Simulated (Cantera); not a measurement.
An isothermal, constant-pressure homogeneous reactor starts with 8.59 % H₂, 91.4 % O₂, at 1375 K and 0.00217 atm.

Cantera simulation using GRI-Mech 3.0 (53 species, 325 reactions); the numbers are that mechanism's predictions, not measurements. Radical loss at walls, strong at low pressure, is not modelled. The temperature is held fixed by assumption; the heat of reaction is taken as removed at once.

One state of this run: x H₂ = 0.00217; x O₂ = 0.849; x OH = 0.00866; x H = 0.0144; x HO₂ = 5.28e-7; x H₂O₂ = 1.68e-8; x O = 0.0530. x: mole fraction; the columns are a selection and need not sum to one.

Problem. Which value of t (s) does it belong to?
(A) 5.23
(B) 1.89
(C) 0.000553
(D) 0.0894

Solution. D, 0.0894
